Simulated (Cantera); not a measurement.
Charge: 1 mol AlN, 3 mol H2O, 2.6 mol N2, equilibrated at 1973 K and 29.0 Pa.

Cantera equilibrium calculation (NASA polynomials, part measured and part estimated; ideal gas, pure solids and liquids). Kinetics and transport are ignored.

| species | before | after |
|---|---|---|
| N2 | 0.497 | 0.508 |
| H2O | 0.236 | 0.246 |
| H2 | 0.225 | 0.245 |
| H | 0.0376 | 0.000674 |
| O | 0.000460 | 4.90e-8 |
| O2 | 0.000209 | 2.28e-8 |
| NO | 0.000178 | 3.62e-7 |
| OH | 0.00374 | 2.08e-5 |
| Al2O3(s), mol | 0.500 | 0.500 |
Gas species are given as mole fractions.

Q: Name the change that produced these shifts.
A) temperature from 1973 K to 1523.15 K
B) H2O from 3 to 0.16 mol
C) H2O from 3 to 0.12 mol
D) pressure from 29.0 Pa to 110 Pa

A: A, temperature from 1973 K to 1523.15 K
